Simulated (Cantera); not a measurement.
A perfectly stirred reactor is fed with H₂ : O₂ : N₂ = 1 : 1.06 : 6.6 (molar parts), equivalence ratio 0.47, at 1.00 bar; it is adiabatic with a 625 K inlet, and is followed from long to short residence time, starting on the burning branch (τ in s: 0.022, 0.012, 0.0063, 0.0034, 0.0018, 0.00099, 0.00053, 0.00029, 0.00015, 8.3e-05, 4.5e-05, 2.4e-05).

Detailed kinetics in Cantera: the H2/O2 subset of GRI-Mech 3.0, which has no nitrogen chemistry.

Predict: blow-out, bracketed by the residence times tried; x(H₂) at τ = 22.0 ms; x(O₂) at τ = 22.0 ms; x(O) at τ = 22.0 ms; x(H₂O) at τ = 22.0 ms; x(HO₂) at τ = 22.0 ms; x(H₂) at τ = 0.530 ms; x(O₂) at τ = 0.530 ms; x(O) at τ = 0.530 ms; x(H₂O) at τ = 0.530 ms; x(HO₂) at τ = 0.530 ms.


- blow-out, bracketed by the residence times tried: burning at 83.0 µs, out at 45.0 µs
- x(H₂) at τ = 22.0 ms: 0.000398
- x(O₂) at τ = 22.0 ms: 0.0684
- x(O) at τ = 22.0 ms: 0.000264
- x(H₂O) at τ = 22.0 ms: 0.122
- x(HO₂) at τ = 22.0 ms: 7.66e-6
- x(H₂) at τ = 0.530 ms: 0.00437
- x(O₂) at τ = 0.530 ms: 0.0691
- x(O) at τ = 0.530 ms: 0.00249
- x(H₂O) at τ = 0.530 ms: 0.115
- x(HO₂) at τ = 0.530 ms: 3.13e-5
